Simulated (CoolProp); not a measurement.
A simple Rankine cycle with propyne: condensing at 329.15 K, boiler at 3.96 MPa, turbine inlet 397.3 K, turbine efficiency 0.6, pump efficiency 0.8, no recuperator. Each further row changes one setting.

The numbers come from the reference Helmholtz-energy equation of state, Polt 1992 in CoolProp. This equation is an older, rougher fit; its heat capacities, sound speeds and derivatives of the liquid may be far off and weren't checked against measurements.

| case | thermal efficiency (%) | net work (kJ/kg) | heat in (kJ/kg) | turbine exit temperature (K) | volume ratio over the turbine |
|---|---|---|---|---|---|
| as stated | 6.6 | ___ | 475 | 342.4 | ___ |
| turbine inlet 417.3 K | ___ | 36.7 | 532 | 367.8 | 3.14 |
| condensing temperature 321.15 K | 7.5 | ___ | 495 | 334.8 | 3.97 |
| boiler pressure 2.77 MPa | 5.0 | 25.8 | 516 | 365.5 | 2.15 |
| turbine efficiency 0.5 | ___ | 25.0 | 475 | 345.3 | ___ |

Task: Complete the blanks.

Result: 
- as stated, net work (kJ/kg): 31.2
- as stated, volume ratio over the turbine: 3.26
- turbine inlet 417.3 K, thermal efficiency (%): 6.9
- condensing temperature 321.15 K, net work (kJ/kg): 37.4
- turbine efficiency 0.5, thermal efficiency (%): 5.3
- turbine efficiency 0.5, volume ratio over the turbine: 3.31
